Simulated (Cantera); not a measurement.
A freely propagating, adiabatic, planar premixed flame of H₂ : O₂ : N₂ : H₂O = 1 : 0.417 : 1.13 : 0.081 (molar parts), equivalence ratio 1.2, unburnt at 398 K and 28000 Pa; mixture-averaged transport, grid criteria slope 0.08 and curve 0.16, no radiation.

Cantera simulation using the H2/O2 subset of GRI-Mech 3.0, which has no nitrogen chemistry; the numbers are that mechanism's predictions, not measurements. Burning velocities carry a grid error of a few per cent, more on coarse grids.

Predict: laminar burning velocity; thermal thickness; peak x(OH); peak x(HO₂); peak x(H₂O₂).


- laminar burning velocity = 465 cm/s
- thermal thickness = 1.91 mm
- peak x(OH) = 0.0206
- peak x(HO₂) = 0.000248
- peak x(H₂O₂) = 3.82e-5
